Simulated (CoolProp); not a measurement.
Vapour-liquid equilibrium of isobutane (1) + R245fa (2) at 0.803 MPa; x and y are mole fractions of (1).

Values from CoolProp's multi-fluid Helmholtz-energy mixture model, Bücker 2006 and Akasaka 2015; pair parameters Bell 2016.

Problem. Give the bubble temperature and the first vapour's composition at x = 0.05, 0.35, 0.8. Is there an azeotrope?

Solution. x = 0.05: 346.6 K, y = 0.181; x = 0.35: 328.3 K, y = 0.579; x = 0.8: 325.1 K, y = 0.769. y crosses x between x = 0.65 and 0.8: the model has an azeotrope there.

Pair parameters are fitted to limited data, so mixtures are less certain than the pure fluids. With so large a gap from Raoult's law the liquid may split in two, which this calculation doesn't test in full.
